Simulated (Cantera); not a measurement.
**Stirred combustor or abatement burner**

A perfectly stirred reactor is fed with 6.81 % CH₄, 1.02 % H₂, 19.3 % O₂, 72.8 % N₂, at 338 Torr; it is adiabatic with a 573 K inlet, and is followed from long to short residence time, starting on the burning branch (τ in s: 0.054, 0.027, 0.013, 0.0065, 0.0032, 0.0016, 0.00079, 0.00039, 0.00019, 9.5e-05).

Model: GRI-Mech 3.0 (53 species, 325 reactions), integrated in Cantera.

```csv
τ (s),T (K),x CH₄,x H₂,x O₂,x CH₂CO,x CH₃,x C₂H₂
0.054,2058,8.46e-6,0.00122,0.0524,4.35e-10,2.80e-6,3.28e-10
0.027,2039,1.36e-5,0.00172,0.0529,9.13e-10,4.27e-6,5.65e-10
0.013,2011,2.23e-5,0.00247,0.0536,1.88e-9,6.51e-6,9.37e-10
0.0065,1975,3.61e-5,0.00341,0.0545,3.62e-9,9.74e-6,1.53e-9
0.0032,1929,6.09e-5,0.00456,0.0557,7.14e-9,1.50e-5,2.69e-9
0.0016,1877,0.000106,0.00582,0.0572,1.47e-8,2.36e-5,5.25e-9
0.00079,1817,0.000197,0.00710,0.0593,3.41e-8,3.93e-5,1.22e-8
0.00039,1752,0.000399,0.00832,0.0624,9.51e-8,7.03e-5,3.54e-8
0.00019,1678,0.000955,0.00962,0.0681,3.82e-7,0.000146,1.53e-7
9.5e-5,573,0.0681,0.0102,0.193,<1e-12,<1e-12,<1e-12
```
x: mole fraction; the columns are a selection and need not sum to one.
